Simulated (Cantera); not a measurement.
An adiabatic, constant-pressure homogeneous reactor starts with CH4 : O2 : N2 = 1 : 1.33 : 5.01 (molar parts), at 1325 K and 6980 Torr. Integrator tolerance rtol = 1e-08.

Cantera simulation using GRI-Mech 3.0 (53 species, 325 reactions); the numbers are that mechanism's predictions, not measurements.

### Question
What does this change do: CH4 1 to 0.62 parts?

### Answer
```json
[
 {"quantity": "time of steepest temperature rise", "before": "1.48 ms", "after": "1.16 ms"},
 {"quantity": "temperature at 2.00 s", "before": "2686 K", "after": "2774 K"},
 {"quantity": "equilibrium temperature", "before": "2686 K", "after": "2774 K"},
 {"quantity": "x(CH4) at 2.00 s", "before": "2.99e-11 (gas-phase equilibrium 3.38e-11)", "after": "<1e-12 (gas-phase equilibrium <1e-12)"},
 {"quantity": "x(O2) at 2.00 s", "before": "0.000110 (gas-phase equilibrium 0.000110)", "after": "0.0186 (gas-phase equilibrium 0.0186)"},
 {"quantity": "x(H) at 2.00 s", "before": "0.00485 (gas-phase equilibrium 0.00485)", "after": "0.00215 (gas-phase equilibrium 0.00215)"},
 {"quantity": "x(C2H4) at 2.00 s", "before": "<1e-12 (gas-phase equilibrium <1e-12)", "after": "<1e-12 (gas-phase equilibrium <1e-12)"},
 {"quantity": "x(C2H6) at 2.00 s", "before": "<1e-12 (gas-phase equilibrium <1e-12)", "after": "<1e-12 (gas-phase equilibrium <1e-12)"},
 {"quantity": "x(HO2) at 2.00 s", "before": "1.77e-7 (gas-phase equilibrium 1.77e-7)", "after": "9.75e-6 (gas-phase equilibrium 9.75e-6)"}
]
```

### Question
What does this change do: pressure from 6980 Torr to 225 Torr?

### Answer
```csv
quantity,before,after
time of steepest temperature rise,1.48 ms,26.0 ms
temperature at 2.00 s,2686 K,2557 K
equilibrium temperature,2686 K,2557 K
x(CH4) at 2.00 s,2.99e-11 (gas-phase equilibrium 3.38e-11),<1e-12 (gas-phase equilibrium <1e-12)
x(O2) at 2.00 s,0.000110 (gas-phase equilibrium 0.000110),0.000969 (gas-phase equilibrium 0.000969)
x(H) at 2.00 s,0.00485 (gas-phase equilibrium 0.00485),0.0160 (gas-phase equilibrium 0.0160)
x(C2H4) at 2.00 s,<1e-12 (gas-phase equilibrium <1e-12),<1e-12 (gas-phase equilibrium <1e-12)
x(C2H6) at 2.00 s,<1e-12 (gas-phase equilibrium <1e-12),<1e-12 (gas-phase equilibrium <1e-12)
x(HO2) at 2.00 s,1.77e-7 (gas-phase equilibrium 1.77e-7),2.74e-7 (gas-phase equilibrium 2.74e-7)
```
